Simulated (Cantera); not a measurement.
A Cantera script and its output.

```python
import numpy as np
import cantera as ct

gas = ct.Solution("gri30.yaml")
gas.TPX = 1273, 101325, {'N2O': 1}
reactor = ct.IdealGasConstPressureReactor(gas, energy="off", clone=False)
net = ct.ReactorNet([reactor])
net.rtol, net.atol = 1e-08, 1e-18
show = ['N2O', 'N2', 'NO', 'NO2', 'O2', 'O']
times = np.geomspace(5e-06, 1, 12)

steps = ct.SolutionArray(gas, extra=["t"])
rows = []
print(f"{'t/s':>10s}{'T/K':>9s}{'P/Pa':>11s}" + "".join(f"{s:>11s}" for s in show))
for t in times:
    while net.time < t:
        t_next = net.step()
        steps.append(gas.state, t=t_next)
    rows.append([np.interp(t, steps.t, y) for y in (steps.T, steps.P, *steps(*show).X.T)])
    print(f"{t:10.3e}{rows[-1][0]:9.1f}{rows[-1][1]:11.4g}" + "".join(f"{x:11.3e}" for x in rows[-1][2:]))
rate = np.gradient(steps.T, steps.t)
print("integrator steps:", len(steps.t))
if steps.T.max() > steps.T[0] + 200:
    print(f"time of steepest temperature rise: {steps.t[rate.argmax()]:.4e} s")
gas.TPX = 1273, 101325, {'N2O': 1}
gas.equilibrate("TP")
print(f"equilibrium (TP): T = {gas.T:.1f} K  " + "  ".join(f"{s} {gas[s].X[0]:.3e}" for s in show))
```

Output:

```
       t/s      T/K       P/Pa        N2O         N2         NO        NO2         O2          O
 5.000e-06   1273.0  1.013e+05  1.000e+00  7.256e-06  5.754e-07  1.145e-12  1.824e-06  3.319e-06
 1.517e-05   1273.0  1.013e+05  1.000e+00  2.653e-05  3.171e-06  3.472e-11  1.005e-05  4.834e-06
 4.600e-05   1273.0  1.013e+05  9.999e-01  8.879e-05  1.224e-05  5.165e-10  3.882e-05  5.023e-06
 1.395e-04   1273.0  1.013e+05  9.996e-01  2.781e-04  3.990e-05  5.456e-09  1.266e-04  5.023e-06
 4.233e-04   1273.0  1.013e+05  9.986e-01  8.518e-04  1.237e-04  5.145e-08  3.924e-04  5.022e-06
 1.284e-03   1273.0  1.013e+05  9.958e-01  2.587e-03  3.769e-04  4.522e-07  1.197e-03  5.019e-06
 3.894e-03   1273.0  1.013e+05  9.874e-01  7.809e-03  1.136e-03  3.516e-06  3.615e-03  5.009e-06
 1.181e-02   1273.0  1.013e+05  9.626e-01  2.326e-02  3.369e-03  2.084e-05  1.077e-02  4.970e-06
 3.583e-02   1273.0  1.013e+05  8.926e-01  6.678e-02  9.587e-03  8.192e-05  3.093e-02  4.842e-06
 1.087e-01   1273.0  1.013e+05  7.210e-01  1.738e-01  2.443e-02  2.311e-04  8.060e-02  4.470e-06
 3.297e-01   1273.0  1.013e+05  4.167e-01  3.646e-01  4.847e-02  4.758e-04  1.698e-01  3.512e-06
 1.000e+00   1273.0  1.013e+05  1.230e-01  5.519e-01  6.527e-02  6.579e-04  2.591e-01  1.705e-06
integrator steps: 769
equilibrium (TP): T = 1273.0 K  N2O 2.397e-08  N2 6.665e-01  NO 3.852e-04  NO2 5.911e-06  O2 3.331e-01  O 6.207e-08
```

Computed with Cantera and GRI-Mech 3.0 (53 species, 325 reactions). GRI-Mech 3.0 was tuned for natural gas; its chemistry of N2O as a main component is partial and can be far from experiment. The mechanism lacks the step 2 NO + O2 → 2 NO2, which can matter for NO2 below about 1400 K. The temperature is held fixed by assumption; the heat of reaction is taken as removed at once.
